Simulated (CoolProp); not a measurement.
The numbers come from the reference Helmholtz-energy equation of state, Lemmon 2006 in CoolProp. It is a short technical equation, of lower accuracy than the large ones.

Task: For C3F8 (R218), give the phase and the cp (kJ/(kg K)), expansivity (1/kK) at 167.9 K and 1.01 bar; 238 K and 1.01 bar.

Result: 
- 167.9 K and 1.01 bar: liquid; cp 0.846, expansivity 1.87
- 238 K and 1.01 bar: gas; cp 0.723, expansivity 5.20
